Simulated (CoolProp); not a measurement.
Computed with CoolProp (reference Helmholtz-energy equation of state, Setzmann 1991).

Question: For methane, give the phase and the cp (kJ/(kg K)) at 490.1 K and 0.0539 MPa; 568.3 K and 0.431 MPa.

Answer: 
- 490.1 K and 0.0539 MPa: gas; cp 2.86
- 568.3 K and 0.431 MPa: gas; cp 3.16
